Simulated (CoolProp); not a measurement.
R125 along the isobar 0.5 MPa: Z from the reference equation and from simpler models built on Tc = 339.2 K, pc = 3.618 MPa, ω = 0.305; each cubic takes its own stable root.

The numbers come from the reference Helmholtz-energy equation of state, Lemmon 2005 in CoolProp.

```csv
T (K),phase,reference
298,gas,0.9203
314.9,gas,0.9354
331.8,gas,0.9468
348.6,gas,0.9557
365.5,gas,0.9628
382.4,gas,0.9685
399.2,gas,0.9731
416.1,gas,0.9770
433,gas,0.9802
449.9,gas,0.9830
466.7,gas,0.9853
```

### Question
How far does each simpler model (Pitzer virial, van der Waals, Soave-Redlich-Kwong, Peng-Robinson) lie from the reference over these 11 states: mean and median of the absolute difference, and the worst?

### Answer
- Pitzer virial: mean 0.1 %, median 0.0 %, worst +0.4 % at 298 K and 0.5 MPa
- van der Waals: mean 0.6 %, median 0.3 %, worst +2.3 % at 298 K and 0.5 MPa
- Soave-Redlich-Kwong: mean 0.1 %, median 0.1 %, worst +0.3 % at 298 K and 0.5 MPa
- Peng-Robinson: mean 0.4 %, median 0.4 %, worst -0.5 % at 331.8 K and 0.5 MPa
